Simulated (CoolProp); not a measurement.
Vapour pressure (kPa) of octamethyltrisiloxane (MDM): the reference equation beside estimates from Tc = 565.4 K, pc = 1438 kPa, ω = 0.528. Clausius-Clapeyron is anchored at 381.4 K with a constant enthalpy of vaporisation of 40.57 kJ/mol.

Model: reference Helmholtz-energy equation of state, Thol 2017, in CoolProp.

```tsv
T (K)	reference	Clausius-Clapeyron	van der Waals	Redlich-Kwong
326.5	2.607	3.114	99.80	19.48
344.8	6.310	6.884	137.1	34.87
363.1	13.63	14.05	183.0	58.11
381.4	26.77	26.77	238.0	91.30
399.7	48.60	48.08	303.1	136.6
418	82.61	82.06	378.7	196.2
436.3	132.8	133.9	465.6	272.1
454.6	203.8	210.0	564.2	366.6
472.8	300.0	317.5	674.5	480.7
491.1	428.0	466.4	798.0	617.7
509.4	593.8	666.5	934.6	778.7
527.7	805.0	929.1	1085	965.4
546	1072	1267	1249	1180
```

Absolute difference from the reference over all 13 rows, mean and median: Clausius-Clapeyron 7.5 and 5.8 %, van der Waals 727.9 and 250.6 %, Redlich-Kwong 179.7 and 104.9 %.
